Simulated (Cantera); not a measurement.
A closed system holds: 1 mol SO₂, 0.4 mol H₂O, 16 mol H₂, equilibrated at 0.000690 bar.

Cantera equilibrium calculation (NASA polynomials, part measured and part estimated; ideal gas, pure solids and liquids). Candidate condensed phases: H₂O, H₂SO₄, S; 19 gas species. Kinetics and transport are ignored.

x: gas mole fraction; nothing condenses.

```
T (K)     x H    x H₂    x H₂O      x O     x S     x SO      x OH      x S₂
-----  ------  ------  -------  -------  ------  -------  --------  --------
1950   0.0389   0.795    0.122  1.97e-5  0.0100  0.00928  0.000542    0.0134
2050   0.0754   0.762    0.113  8.75e-5  0.0154   0.0128   0.00123   0.00851
2150        ?   0.708        ?        ?       ?   0.0154         ?         ?
2250    0.224   0.628   0.0929  0.00122  0.0229   0.0165   0.00498   0.00195
2350    0.342   0.520   0.0779  0.00393  0.0236   0.0162   0.00884  0.000765
2450    0.481   0.395   0.0571   0.0110  0.0233   0.0146    0.0136  0.000299
2550        ?       ?        ?        ?  0.0233        ?         ?         ?
2650    0.729   0.167   0.0137   0.0408  0.0244  0.00789    0.0146   6.50e-5
2750    0.805  0.0956  0.00440   0.0531  0.0258  0.00449   0.00996   3.53e-5
```

Task: Some entries are withheld; supply them.

Result: 
- 2150, x H: 0.135
- 2150, x H₂O: 0.104
- 2150, x O: 0.000344
- 2150, x S: 0.0201
- 2150, x OH: 0.00256
- 2150, x S₂: 0.00444
- 2550, x H: 0.617
- 2550, x H₂: 0.270
- 2550, x H₂O: 0.0328
- 2550, x O: 0.0245
- 2550, x SO: 0.0117
- 2550, x OH: 0.0164
- 2550, x S₂: 0.000129
